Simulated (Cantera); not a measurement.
A closed system holds: 1 mol AlN, 0.92 mol H₂, at 1677 °C and 7.30 bar.

Method: chemical equilibrium by Gibbs-energy minimisation in Cantera with the NASA 1993 tables (ideal gas, pure condensed phases). Candidate condensed phases: Al, AlN; 13 gas species. The numbers say what is thermodynamically allowed, not how fast it happens.

Base state: H₂ 0.999, H 0.000424, Al 5.53e-5, N₂ 5.05e-5, AlH 4.68e-5 (mole fractions); condensed: AlN(s).

**Question.** What changes in the equilibrium state with this change: temperature from 1677 °C to 2102 °C?

**Answer.** 
```tsv
species	before	after
H₂	0.999	0.982
Al	5.53e-5	0.00621
H	0.000424	0.00517
Al₂	8.91e-9	1.66e-5
N₂	5.05e-5	0.00428
AlH	4.68e-5	0.00233
AlN(s), mol	1.000	0.992
```
